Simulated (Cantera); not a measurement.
Cantera run, input and output.

```python
import numpy as np
import cantera as ct

gas = ct.Solution("h2o2.yaml")
gas.TPX = 723, 100000, {'H2': 1, 'O2': 0.333, 'N2': 1.25}
inlet = ct.Reservoir(gas, clone=True)
gas.equilibrate("HP")  # start burning
reactor = ct.IdealGasConstPressureReactor(gas, energy="on", clone=False)
exhaust = ct.Reservoir(gas, clone=True)
tau = [0.15, 0.057, 0.022, 0.0084, 0.0032, 0.0012, 0.00047, 0.00018, 7e-05, 2.7e-05, 1e-05, 3.9e-06][0]
for a, b in ((inlet, reactor), (reactor, exhaust)):
    ct.MassFlowController(a, b, mdot=lambda t: reactor.mass / tau)
net = ct.ReactorNet([reactor])
show = ['H2', 'O2', 'OH', 'O', 'HO2', 'H2O2', 'H']

rows = []
print(f"{'tau/s':>10s}{'T/K':>9s}" + "".join(f"{s:>11s}" for s in show))
for tau in [0.15, 0.057, 0.022, 0.0084, 0.0032, 0.0012, 0.00047, 0.00018, 7e-05, 2.7e-05, 1e-05, 3.9e-06]:
    net.initial_time = 0.0
    net.advance(30 * tau)
    before = gas.X
    net.advance(40 * tau)
    drift = np.max(np.abs(gas.X - before) / (gas.X + 1e-9))
    rows.append([gas.T, *gas[show].X, drift])
    print(f"{tau:10.3e}{gas.T:9.1f}" + "".join(f"{x:11.3e}" for x in gas[show].X))
```

It prints:

```
     tau/s      T/K         H2         O2         OH          O        HO2       H2O2          H
 1.500e-01   2518.4  1.447e-01  1.894e-04  4.591e-03  2.267e-04  1.351e-07  2.955e-08  1.090e-02
 5.700e-02   2513.7  1.445e-01  2.127e-04  4.778e-03  2.476e-04  1.503e-07  3.173e-08  1.141e-02
 2.200e-02   2502.6  1.442e-01  2.702e-04  5.216e-03  3.005e-04  1.882e-07  3.683e-08  1.262e-02
 8.400e-03   2477.5  1.434e-01  4.099e-04  6.149e-03  4.352e-04  2.804e-07  4.778e-08  1.534e-02
 3.200e-03   2428.3  1.419e-01  7.280e-04  7.779e-03  7.563e-04  4.809e-07  6.769e-08  2.063e-02
 1.200e-03   2343.5  1.395e-01  1.402e-03  1.001e-02  1.451e-03  8.682e-07  1.014e-07  2.969e-02
 4.700e-04   2224.1  1.362e-01  2.575e-03  1.204e-02  2.630e-03  1.521e-06  1.607e-07  4.242e-02
 1.800e-04   2065.1  1.319e-01  4.500e-03  1.311e-02  4.356e-03  2.714e-06  2.932e-07  5.949e-02
 7.000e-05   1881.2  1.274e-01  7.410e-03  1.250e-02  6.239e-03  4.934e-06  6.023e-07  7.913e-02
 2.700e-05   1680.5  1.269e-01  1.275e-02  1.023e-02  7.704e-03  9.950e-06  1.289e-06  9.774e-02
 1.000e-05   1445.6  1.581e-01  3.046e-02  6.474e-03  7.675e-03  2.862e-05  2.377e-06  9.766e-02
 3.900e-06    723.0  3.871e-01  1.289e-01  4.202e-18  2.068e-17  5.755e-15 -6.653e-19  1.807e-15
```

Cantera simulation using the H2/O2 subset of GRI-Mech 3.0, which has no nitrogen chemistry; the numbers are that mechanism's predictions, not measurements.
